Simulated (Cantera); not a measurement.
# Diamond growth

A diamond (100) surface in a fixed gas of H2 with x(CH4) = 0.013, x(H) = 0.037, at 1173 K, 0.0250 bar; coverages are run to steady state.

Model: the Harris–Goodwin 1993 mechanism for the reconstructed diamond (100) surface, integrated in Cantera.

| x(CH3) | growth (µm/h) | θ c6HH | θ c6H* | θ c6*H | θ c6** | θ c6HM |
|---|---|---|---|---|---|---|
| 1e-06 | 0.0182 | 0.456 | 0.0358 | 0.481 | 0.0274 | 5.40e-6 |
| 2.4e-06 | 0.0436 | 0.456 | 0.0358 | 0.481 | 0.0274 | 1.29e-5 |
| 5.7e-06 | 0.104 | 0.456 | 0.0358 | 0.481 | 0.0274 | 3.08e-5 |
| 1.4e-05 | 0.255 | 0.456 | 0.0358 | 0.481 | 0.0274 | 7.55e-5 |
| 3.2e-05 | 0.582 | 0.456 | 0.0358 | 0.481 | 0.0274 | 0.000173 |
| 7.7e-05 | 1.40 | 0.456 | 0.0358 | 0.480 | 0.0273 | 0.000415 |
| 0.00018 | 3.27 | 0.455 | 0.0357 | 0.480 | 0.0273 | 0.000969 |
| 0.00044 | 7.96 | 0.454 | 0.0356 | 0.479 | 0.0272 | 0.00236 |
| 0.0011 | 19.7 | 0.452 | 0.0354 | 0.476 | 0.0269 | 0.00586 |
θ: site fractions in the mechanism's names (c6HH fully hydrogenated, c6H* and c6*H radical sites, c6** diradical, c6HM methylated).
